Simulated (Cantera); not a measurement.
An isothermal, constant-pressure homogeneous reactor starts with 96.8 % N2O, 3.19 % H2O, at 1173 K and 5600 Pa.

Model: GRI-Mech 3.0 (53 species, 325 reactions), integrated in Cantera. GRI-Mech 3.0 was tuned for natural gas; its chemistry of N2O as a main component is partial and can be far from experiment. The mechanism lacks the step 2 NO + O2 → 2 NO2, which can matter for NO2 below about 1400 K. The temperature is held fixed by assumption; the heat of reaction is taken as removed at once.

x: mole fraction; the columns are a selection and need not sum to one.

```csv
t (s),x N2O,x H2O,x O2,x NO,x H2O2,x NO2
6.00e-6,0.968,0.0319,1.54e-9,3.19e-10,<1e-12,<1e-12
2.72e-5,0.968,0.0319,2.97e-8,6.17e-9,<1e-12,<1e-12
0.000123,0.968,0.0319,4.76e-7,9.89e-8,<1e-12,<1e-12
0.000559,0.968,0.0319,4.47e-6,9.30e-7,<1e-12,2.00e-12
0.00254,0.968,0.0319,2.44e-5,5.07e-6,7.99e-11,1.08e-9
0.0115,0.968,0.0319,0.000115,2.35e-5,___,3.05e-7
0.0522,0.966,0.0319,0.000538,9.53e-5,___,1.30e-5
0.237,0.960,0.0319,0.00245,0.000376,___,0.000108
1.07,0.932,0.0316,0.0109,0.00171,___,0.000358
4.86,0.820,0.0303,0.0457,0.00762,___,0.000500
22.1,0.485,0.0267,0.150,0.0253,___,0.000338
100,0.0736,0.0223,0.278,0.0462,___,9.03e-5
```

What belongs in the gaps?


- 0.0115, x H2O2: 2.14e-8
- 0.0522, x H2O2: 8.69e-8
- 0.237, x H2O2: 3.09e-8
- 1.07, x H2O2: 8.83e-9
- 4.86, x H2O2: 2.57e-9
- 22.1, x H2O2: 1.71e-9
- 100, x H2O2: 1.20e-9
